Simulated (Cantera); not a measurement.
Input: 1 mol SiCl₄, 0.35 mol Cl₂, 320 mol H₂, 0.13 mol HCl, at 3300 Pa.

These are equilibrium values from Cantera (NASA tables, ideal gas, pure condensed phases), not measurements of a reactor. Candidate condensed phases: Si; 19 gas species. The tables' values for SiCl₃, SiCl are old estimates; treat these amounts as uncertain. Gases not in the tables: Si₂H₆ and higher silanes. The numbers say what is thermodynamically allowed, not how fast it happens.

x: gas mole fraction; n: condensed amount in mol.

```json
[
 {"T (K)": "923", "x H₂": "0.992", "x HCl": "0.00494", "x H": "1.34e-9", "x SiCl₄": "0.00158", "x SiHCl₃": "0.00113", "n Si(s)": "0.0764", "n Si(l)": "0"},
 {"T (K)": "1073", "x H₂": "0.987", "x HCl": "___", "x H": "___", "x SiCl₄": "___", "x SiHCl₃": "___", "n Si(s)": "___", "n Si(l)": "0"},
 {"T (K)": "1223", "x H₂": "0.986", "x HCl": "0.0138", "x H": "1.64e-6", "x SiCl₄": "1.22e-5", "x SiHCl₃": "2.69e-5", "n Si(s)": "0.824", "n Si(l)": "0"},
 {"T (K)": "1373", "x H₂": "0.986", "x HCl": "0.0138", "x H": "1.82e-5", "x SiCl₄": "6.14e-7", "x SiHCl₃": "2.77e-6", "n Si(s)": "0.816", "n Si(l)": "0"},
 {"T (K)": "1523", "x H₂": "0.986", "x HCl": "0.0137", "x H": "___", "x SiCl₄": "___", "x SiHCl₃": "___", "n Si(s)": "0.796", "n Si(l)": "0"},
 {"T (K)": "1673", "x H₂": "0.985", "x HCl": "0.0136", "x H": "0.000622", "x SiCl₄": "7.44e-9", "x SiHCl₃": "9.67e-8", "n Si(s)": "0.770", "n Si(l)": "0"},
 {"T (K)": "1823", "x H₂": "0.983", "x HCl": "0.0138", "x H": "0.00236", "x SiCl₄": "1.18e-9", "x SiHCl₃": "2.24e-8", "n Si(s)": "0", "n Si(l)": "0.742"}
]
```

Problem. Fill in the missing entries.

Solution. 
- 1523, x H: 0.000126
- 1523, x SiCl₄: 5.44e-8
- 1523, x SiHCl₃: 4.39e-7
- 1073, x HCl: 0.0119
- 1073, x H: 7.66e-8
- 1073, x SiCl₄: 0.000317
- 1073, x SiHCl₃: 0.000322
- 1073, n Si(s): 0.668
